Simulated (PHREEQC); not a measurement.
Dissolve 0.019 mol/kgw CuSO4 and 0.23 mol/kgw NaNO3 at 25 °C. Closed to the air; pH follows from the charge balance.

All values are PHREEQC results (ion-association model, wateq4f.dat), not measurements.

This is a speciation only: nothing precipitates in the calculation.

**Question.** What pH, activity of water, ionic strength does the model give?

**Answer.** pH 4.78; activity of water 0.992; ionic strength 0.287 mol/kgw.

**Question.** In which forms is Cu present?

**Answer.** Cu+2 85 %, CuSO4 15 % of the Cu.

Examples of supersaturated solids here: Antlerite, Brochantite. Others may be too. Species that the database lacks are ignored.
